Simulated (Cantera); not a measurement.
A closed system holds: 1 mol SiH4, 3.3 mol NO, 2.4 mol O3, at 750 Pa.

Equilibrium computed with Cantera from the NASA thermochemical tables; the gas is ideal and each condensed phase is pure. Candidate condensed phases: H2O, Si, SiO2, Si2N2O, Si3N4; 35 gas species. The tables hold silica as quartz up to 1696 K and as liquid above; real silica turns to tridymite and cristobalite and melts near 1996 K. Rates play no part.

Problem. At 1650 °C, list the 4 most abundant gas species with their mole fractions, and the condensed phases.

Solution. O2 0.463, H2O 0.283, N2 0.236, OH 0.00963. Condensed: SiO2(condensed).
